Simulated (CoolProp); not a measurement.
Vapour-liquid equilibrium of toluene (1) + o-xylene (2) at 951 kPa; x and y are mole fractions of (1).

Model: multi-fluid Helmholtz-energy mixture model, Lemmon 2006 and Zhou 2012; pair parameters Bell 2016, in CoolProp.

### Question
Give the bubble temperature and the first vapour's composition at x = 0.25, 0.45, 0.55. Is there an azeotrope?

### Answer
x = 0.25: 516.0 K, y = 0.353; x = 0.45: 507.1 K, y = 0.579; x = 0.55: 503.0 K, y = 0.674. No azeotrope shows between x = 0.05 and 0.95.

The pair parameters rest on a limited set of measurements; away from them the model extrapolates.
